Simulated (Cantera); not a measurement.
Input: 1 mol Si, 0.29 mol N2O, 2.8 mol H2, equilibrated at 1.20 Pa.

Cantera equilibrium calculation (NASA polynomials, part measured and part estimated; ideal gas, pure solids and liquids). Candidate condensed phases: H2O, Si, SiO2, Si2N2O, Si3N4; 35 gas species. Mutual solubility and eutectic melting of coexisting phases are not modelled. Gases not in the tables: Si2H6 and higher silanes. Rates play no part.

Problem. Which condensed phases are stable at each of these points (T (°C)): 802, 902, 1002, 1102, 1202, 1302, 1402, 1502, 1602, 1702, 1802, 1902?

Solution. 
```json
[
 {"T (°C)": "802", "condensed phases": "Si(s) + Si2N2O(s)", "Si condensed (%)": "100.0"},
 {"T (°C)": "902", "condensed phases": "Si(s) + Si2N2O(s)", "Si condensed (%)": "100.0"},
 {"T (°C)": "1002", "condensed phases": "Si(s) + Si2N2O(s)", "Si condensed (%)": "99.6"},
 {"T (°C)": "1102", "condensed phases": "Si(s) + Si2N2O(s)", "Si condensed (%)": "92.2"},
 {"T (°C)": "1202", "condensed phases": "Si(s)", "Si condensed (%)": "70.8"},
 {"T (°C)": "1302", "condensed phases": "Si(s)", "Si condensed (%)": "69.3"},
 {"T (°C)": "1402", "condensed phases": "Si(s)", "Si condensed (%)": "57.9"},
 {"T (°C)": "1502", "condensed phases": "gas only", "Si condensed (%)": "0.0"},
 {"T (°C)": "1602", "condensed phases": "gas only", "Si condensed (%)": "0.0"},
 {"T (°C)": "1702", "condensed phases": "gas only", "Si condensed (%)": "0.0"},
 {"T (°C)": "1802", "condensed phases": "gas only", "Si condensed (%)": "0.0"},
 {"T (°C)": "1902", "condensed phases": "gas only", "Si condensed (%)": "0.0"}
]
```

From 802 °C to 1102 °C the condensed part is Si(s) + Si2N2O(s). From 1202 °C to 1402 °C the condensed part is Si(s). From 1502 °C to 1902 °C nothing is condensed.
